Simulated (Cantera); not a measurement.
A perfectly stirred reactor is fed with CH4 : C2H6 : C3H8 : O2 : N2 = 1 : 0.13 : 0.059 : 1.83 : 6.89 (molar parts), equivalence ratio 1.5, at 0.987 atm; it is adiabatic with a 375 K inlet, and is followed from long to short residence time, starting on the burning branch (τ in s: 0.049, 0.021, 0.0091, 0.0039, 0.0017, 0.00073, 0.00032, 0.00014, 5.9e-05, 2.5e-05, 1.1e-05, 4.7e-06).

Detailed kinetics in Cantera: GRI-Mech 3.0 (53 species, 325 reactions).

Question: Predict: blow-out, bracketed by the residence times tried; x(CH4) at τ = 49.0 ms; x(C2H6) at τ = 49.0 ms; x(C3H8) at τ = 49.0 ms; x(HCN) at τ = 49.0 ms; x(NO) at τ = 49.0 ms; x(CH4) at τ = 0.320 ms; x(C2H6) at τ = 0.320 ms; x(C3H8) at τ = 0.320 ms.

Answer: 
| Quantity | Value |
|---|---|
| blow-out, bracketed by the residence times tried | burning at 0.730 ms, out at 0.320 ms |
| x(CH4) at τ = 49.0 ms | 0.00109 |
| x(C2H6) at τ = 49.0 ms | 1.13e-6 |
| x(C3H8) at τ = 49.0 ms | 1.99e-7 |
| x(HCN) at τ = 49.0 ms | 9.39e-5 |
| x(NO) at τ = 49.0 ms | 8.56e-5 |
| x(CH4) at τ = 0.320 ms | 0.101 |
| x(C2H6) at τ = 0.320 ms | 0.0131 |
| x(C3H8) at τ = 0.320 ms | 0.00595 |
